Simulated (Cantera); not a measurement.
Cantera run:

```python
import numpy as np
import cantera as ct

gas_names = """
    Ca HF H
""".split()
cond_names = """
    CaF2(a) CaF2(b) CaF2(L)
""".split()


# ... load() reads the species with a 1 bar reference pressure and builds the phases ...
species = {s.name: s for s in load("nasa_gas.yaml", gas_names) + load("nasa_condensed.yaml", cond_names)}
# Each term lists the table entries of one substance; the one whose range holds T is used.
reactions = {
    'Ca(g) + 2 HF(g) = 2 H(g) + CaF2':
        [(-1, ['Ca']), (-2, ['HF']), (2, ['H']), (1, ['CaF2(a)', 'CaF2(b)', 'CaF2(L)'])],
}


def pick(names, T):
    return next(species[n] for n in names if species[n].thermo.min_temp <= T <= species[n].thermo.max_temp)


results = []
for label, terms in reactions.items():
    print(label)
    print("     T/K   dH/kJ  dS/(J/K)   dG/kJ   log10 K")
    for T in [300, 2098, 2148, 2198, 2248, 2298, 2348, 2398, 2448, 2498, 2548, 2598]:
        used = [(nu, pick(names, T)) for nu, names in terms]
        dH = sum(nu * s.thermo.h(T) for nu, s in used) / 1e6
        dS = sum(nu * s.thermo.s(T) for nu, s in used) / 1e3
        dG = dH - T * dS / 1e3
        logK = -dG * 1e6 / (ct.gas_constant * T * np.log(10))
        results.append((label, T, dH, dS, dG, logK, [s.name for _, s in used]))
        print(f"{T:8g} {dH:8.1f} {dS:8.1f} {dG:8.1f} {logK:8.2f}")
```

It prints:

```
Ca(g) + 2 HF(g) = 2 H(g) + CaF2
     T/K   dH/kJ  dS/(J/K)   dG/kJ   log10 K
     300   -422.5   -204.2   -361.3    62.90
    2098   -291.8    -89.8   -103.4     2.58
    2148   -289.2    -88.6    -99.0     2.41
    2198   -286.6    -87.4    -94.6     2.25
    2248   -284.1    -86.2    -90.2     2.10
    2298   -281.6    -85.1    -85.9     1.95
    2348   -279.0    -84.0    -81.7     1.82
    2398   -276.5    -83.0    -77.5     1.69
    2448   -274.0    -82.0    -73.4     1.57
    2498   -271.6    -81.0    -69.3     1.45
    2548   -269.1    -80.0    -65.3     1.34
    2598   -266.7    -79.1    -61.3     1.23
```

Standard-state values (1 bar) from the NASA 1993 polynomials, evaluated with Cantera. Condensed species are held in their standard states even where they would react or evaporate.
